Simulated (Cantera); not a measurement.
Input: 1 mol SiH2Cl2, 1.3 mol NH3, equilibrated at 1075 K and 1.43 Torr.

These are equilibrium values from Cantera (NASA tables, ideal gas, pure condensed phases), not measurements of a reactor. Candidate condensed phases: NH4Cl, Si, Si3N4; 28 gas species. The tables' values for SiCl3 are old estimates; treat these amounts as uncertain. Rates play no part.

Base state: H2 0.563, HCl 0.388, SiCl4 0.0304, N2 0.0170, SiCl3 0.000715, SiHCl3 0.000549, SiCl2 0.000266 (mole fractions); condensed: Si3N4(s).

Task: What changes in the equilibrium state with this change: pressure from 1.43 Torr to 150 Torr?

Result: 
```json
[
 {"species": "H2", "before": "0.563", "after": "0.598"},
 {"species": "HCl", "before": "0.388", "after": "0.327"},
 {"species": "SiCl4", "before": "0.0304", "after": "0.0466"},
 {"species": "N2", "before": "0.0170", "after": "0.0275"},
 {"species": "SiCl2", "before": "0.000266", "after": "5.79e-6"},
 {"species": "SiCl3", "before": "0.000715", "after": "0.000131"},
 {"species": "SiHCl3", "before": "0.000549", "after": "0.00106"},
 {"species": "Si3N4(s), mol", "before": "0.292", "after": "0.272"}
]
```

Task: What changes in the equilibrium state with this change: 0.37 mol O2 added?

Result: 
```csv
species,before,after
HCl,0.388,0.478
H2,0.563,0.467
N2,0.0170,0.0551
SiCl4,0.0304,5.87e-5
SiCl2,0.000266,2.80e-7
SiHCl3,0.000549,7.12e-7
SiCl3,0.000715,1.02e-6
"Si3N4(s), mol",0.292,0
"SiO2(β-quartz), mol",0,0.160
"Si2N2O(s), mol",0,0.420
```
Mutual solubility and eutectic melting of coexisting phases are not modelled. Further candidate phases: H2O, SiO2, Si2N2O.
